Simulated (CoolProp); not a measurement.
Saturated liquid density (kg/m³) of chloromethane (R40): the reference equation beside estimates from Tc = 418.6 K, pc = 69.29 bar, ω = 0.150. Rackett uses Z = 0.29056 − 0.08775 ω.

Model: reference Helmholtz-energy equation of state, Thol 2014, in CoolProp.

```tsv
T (K)	reference	Rackett	van der Waals	Soave-Redlich-Kwong	Peng-Robinson
267.8	[?]	944.3	602.2	896.0	1013
270.9	964.5	939.0	598.9	890.5	1007
274.1	958.5	933.4	595.4	884.7	[?]
277.3	952.5	927.8	591.8	878.9	994.3
280.4	946.6	922.3	[?]	873.1	[?]
283.6	940.5	916.6	584.7	[?]	981.3
286.7	934.5	911.0	581.1	[?]	974.7
289.9	928.3	[?]	577.4	854.7	967.8
293.1	921.9	899.2	573.6	848.3	960.7
296.2	915.7	893.4	569.9	842.0	953.7
299.4	[?]	887.3	566.0	835.3	946.3
302.5	902.9	881.4	562.1	828.7	939.1
305.7	896.2	875.2	558.1	821.8	931.4
```

**Question.** What belongs in the gaps?

**Answer.** 
- 267.8, reference: 970.2
- 274.1, Peng-Robinson: 1001
- 280.4, van der Waals: 588.4
- 280.4, Peng-Robinson: 987.9
- 283.6, Soave-Redlich-Kwong: 867.0
- 286.7, Soave-Redlich-Kwong: 861.0
- 289.9, Rackett: 905.1
- 299.4, reference: 909.2

Absolute difference from the reference over all 13 rows, mean and median: Rackett 2.5 and 2.5 %, van der Waals 37.8 and 37.8 %, Soave-Redlich-Kwong 7.9 and 7.9 %, Peng-Robinson 4.3 and 4.3 %.
